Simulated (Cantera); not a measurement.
A closed system holds: 1 mol SiH4, 9.8 mol H2O, equilibrated at 0.880 bar.

These are equilibrium values from Cantera (NASA tables, ideal gas, pure condensed phases), not measurements of a reactor. Candidate condensed phases: H2O, Si, SiO2; 18 gas species. The tables hold silica as quartz up to 1696 K and as liquid above; real silica turns to tridymite and cristobalite and melts near 1996 K. Gases not in the tables: Si(OH)4. Rates play no part.

Question: Which condensed phases are stable at each of these points (T (K)): 750, 850, 950, 1050, 1150, 1250, 1350, 1450, 1550?

Answer: 
```json
[
 {"T (K)": "750", "condensed phases": "SiO2(α-quartz)", "Si condensed (%)": "100.0"},
 {"T (K)": "850", "condensed phases": "SiO2(β-quartz)", "Si condensed (%)": "100.0"},
 {"T (K)": "950", "condensed phases": "SiO2(β-quartz)", "Si condensed (%)": "100.0"},
 {"T (K)": "1050", "condensed phases": "SiO2(β-quartz)", "Si condensed (%)": "100.0"},
 {"T (K)": "1150", "condensed phases": "SiO2(β-quartz)", "Si condensed (%)": "100.0"},
 {"T (K)": "1250", "condensed phases": "SiO2(β-quartz)", "Si condensed (%)": "100.0"},
 {"T (K)": "1350", "condensed phases": "SiO2(β-quartz)", "Si condensed (%)": "100.0"},
 {"T (K)": "1450", "condensed phases": "SiO2(β-quartz)", "Si condensed (%)": "100.0"},
 {"T (K)": "1550", "condensed phases": "SiO2(β-quartz)", "Si condensed (%)": "100.0"}
]
```

At 750 K the condensed part is SiO2(α-quartz). From 850 K to 1550 K the condensed part is SiO2(β-quartz).
